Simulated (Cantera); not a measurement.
Input: 1 mol Zr, 0.87 mol H₂O, at 1725 K and 0.00488 Torr.

Method: chemical equilibrium by Gibbs-energy minimisation in Cantera with the NASA 1993 tables (ideal gas, pure condensed phases). Candidate condensed phases: H₂O, Zr, ZrO₂; 12 gas species. Mutual solubility and eutectic melting of coexisting phases are not modelled. Condensed phases not in the tables: N, O or C dissolved in the metal. The numbers say what is thermodynamically allowed, not how fast it happens.

Base state: H₂ 0.930, H 0.0702, ZrO 2.19e-5 (mole fractions); condensed: Zr(β) + ZrO₂(tetragonal).

Q: What changes in the equilibrium state with this change: temperature from 1725 K to 2625 K?

A: 
| species | before | after |
|---|---|---|
| H | 0.0702 | 0.633 |
| ZrO | 2.19e-5 | 0.316 |
| Zr | 1.17e-6 | 0.0488 |
| H₂ | 0.930 | 0.00144 |
| O | <1e-9 | 0.000760 |
| ZrO₂ | 2.97e-9 | 0.000547 |
| Zr(β), mol | 0.565 | 0 |
| ZrO₂(tetragonal), mol | 0.435 | 0 |

Q: What changes in the equilibrium state with this change: pressure from 0.00488 Torr to 0.0900 Torr?

A: 
| species | before | after |
|---|---|---|
| H₂ | 0.930 | 0.983 |
| H | 0.0702 | 0.0168 |
| ZrO | 2.19e-5 | 1.19e-6 |
| Zr(β), mol | 0.565 | 0.565 |
| ZrO₂(tetragonal), mol | 0.435 | 0.435 |

Q: What changes in the equilibrium state with this change: H₂O from 0.87 to 20 mol?

A: 
| species | before | after |
|---|---|---|
| H₂O | 6.21e-8 | 0.851 |
| H₂ | 0.930 | 0.106 |
| H | 0.0702 | 0.0237 |
| OH | <1e-9 | 0.0105 |
| ZrO | 2.19e-5 | <1e-9 |
| O₂ | <1e-9 | 0.00669 |
| O | <1e-9 | 0.00186 |
| Zr(β), mol | 0.565 | 0 |
| ZrO₂(tetragonal), mol | 0.435 | 1.00 |
